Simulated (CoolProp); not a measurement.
R245ca at several states: density (kg/m³) from the reference equation and from simpler models built on Tc = 447.6 K, pc = 3.941 MPa, ω = 0.355; each cubic takes its own stable root.

The numbers come from the reference Helmholtz-energy equation of state, Zhou 2016 in CoolProp.

```json
[
 {"T (K)": "244.1", "p (MPa)": "0.014", "phase": "liquid", "reference": "1516"},
 {"T (K)": "411", "p (MPa)": "3.64", "phase": "liquid", "reference": "1044"},
 {"T (K)": "381.6", "p (MPa)": "10", "phase": "liquid", "reference": "1202"},
 {"T (K)": "355.2", "p (MPa)": "10", "phase": "liquid", "reference": "1273"},
 {"T (K)": "410.8", "p (MPa)": "0.0136", "phase": "gas", "reference": "0.5346"},
 {"T (K)": "396.4", "p (MPa)": "0.4", "phase": "gas", "reference": "17.25"}
]
```

Task: How far does each simpler model (van der Waals, Redlich-Kwong, Soave-Redlich-Kwong, Peng-Robinson) lie from the reference over these 6 states: mean and median of the absolute difference, and the worst?

Result: 
- van der Waals: mean 34.9 %, median 34.8 %, worst -99.9 % at 244.1 K and 0.014 MPa
- Redlich-Kwong: mean 23.5 %, median 11.0 %, worst -99.9 % at 244.1 K and 0.014 MPa
- Soave-Redlich-Kwong: mean 6.1 %, median 7.4 %, worst -13.2 % at 411 K and 3.64 MPa
- Peng-Robinson: mean 2.4 %, median 2.8 %, worst +4.8 % at 355.2 K and 10 MPa

At some of these states van der Waals, Redlich-Kwong gives the other phase, because its saturation line lies elsewhere.
